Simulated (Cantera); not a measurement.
Input (Python, Cantera) and output of one run.

```python
import numpy as np
import cantera as ct

gas_names = [...]  # 136 gases of nasa_gas.yaml made of C, H, N, O
cond_names = """
    C(gr) C6H6(L) C7H8(L) C8H18(L),n-octa H2O(s) H2O(L)
""".split()


# ... load() reads the species with a 1 bar reference pressure and builds the phases ...
atoms = {
    'C2H6': {'C': 2, 'H': 6},
    'CO2': {'C': 1, 'O': 2},
    'N2': {'N': 2},
    'NH3': {'N': 1, 'H': 3},
}
top_T = {'C(gr)': 4500}  # K; cautious upper limits of use, not melting points


# ... equilibrate(T, P, feed) seeds the gas with the atoms and calls Mixture.equilibrate('TP', solver="vcs", rtol=1e-11, max_steps=5000) ...
results = []
feed = {'C2H6': 1, 'CO2': 0.16, 'N2': 1.3, 'NH3': 0.054}  # mol
P = 21  # Pa
for T in [750, 900, 1050, 1200, 1350, 1500, 1650, 1800, 1950, 2100]:
    mix = equilibrate(T, P, feed)
    results.append((T, P, feed, dict(zip(mix.species_names, mix.species_moles))))

top = {s: max(r[3][s] / sum(r[3][g] for g in gas_names) for r in results) for s in gas_names}
cols = sorted((s for s in top if top[s] > 1e-05), key=lambda s: -top[s])[:5]
seen = [c for c in cond_names if any(r[3].get(c, 0) > 1e-12 for r in results)]
print("log10 of partial pressures in bar; condensed amounts in mol")
print(f"{'T/K':>10s}" + "".join(f"{s[:9]:>10s}" for s in cols + seen))
for T, P, feed, n in results:
    ng = sum(n[g] for g in gas_names)
    print(f"{T:10.4g}" + "".join(f"{np.log10(max(n[s] / ng * P / 1e5, 1e-99)):10.3f}" for s in cols)
          + "".join(f"{n.get(c, 0):10.4g}" for c in seen))
```

Output:

```
log10 of partial pressures in bar; condensed amounts in mol
       T/K        H2        N2         H        CO       HCN     C(gr)
       750    -3.864    -4.229   -14.432    -4.859   -11.657     1.845
       900    -3.864    -4.230   -11.864    -4.847   -10.105      1.84
      1050    -3.864    -4.230   -10.023    -4.847    -9.000      1.84
      1200    -3.864    -4.230    -8.637    -4.847    -8.174      1.84
      1350    -3.864    -4.230    -7.555    -4.847    -7.534     1.839
      1500    -3.864    -4.230    -6.687    -4.848    -7.023     1.838
      1650    -3.867    -4.232    -5.975    -4.848    -6.608     1.834
      1800    -3.876    -4.236    -5.384    -4.852    -6.268     1.826
      1950    -3.901    -4.247    -4.891    -4.861    -5.993     1.812
      2100    -3.963    -4.272    -4.488    -4.882    -5.786     1.789
```

Method: chemical equilibrium by Gibbs-energy minimisation in Cantera with the NASA 1993 tables (ideal gas, pure condensed phases).
